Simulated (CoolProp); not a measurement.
Dry air along the isobar 2.72 MPa: density (kg/m³) from the reference equation and from simpler models built on Tc = 132.5 K, pc = 3.786 MPa, ω = 0.034; each cubic takes its own stable root.

Computed with CoolProp (reference Helmholtz-energy equation of state, Lemmon 2000). It is a pseudo-pure fit of the blend.

```
T (K)  phase  reference
-----  -----  ---------
133.2    gas      102.3
146.9    gas      80.68
160.6    gas      68.82
174.3    gas      60.75
188      gas      54.74
201.7    gas      50.00
215.4    gas      46.12
229.1    gas      42.88
242.8    gas      40.11
256.5    gas      37.71
270.2    gas      35.60
283.9    gas      33.74
297.6    gas      32.07
311.3    gas      30.57
```

### Question
How far does each simpler model (ideal gas, van der Waals, Redlich-Kwong, Peng-Robinson) lie from the reference over these 14 states: mean and median of the absolute difference, and the worst?

### Answer
- ideal gas: mean 7.6 %, median 4.1 %, worst -30.5 % at 133.2 K and 2.72 MPa
- van der Waals: mean 1.4 %, median 1.3 %, worst -4.4 % at 133.2 K and 2.72 MPa
- Redlich-Kwong: mean 0.4 %, median 0.4 %, worst -0.4 % at 133.2 K and 2.72 MPa
- Peng-Robinson: mean 1.5 %, median 1.2 %, worst +3.1 % at 133.2 K and 2.72 MPa
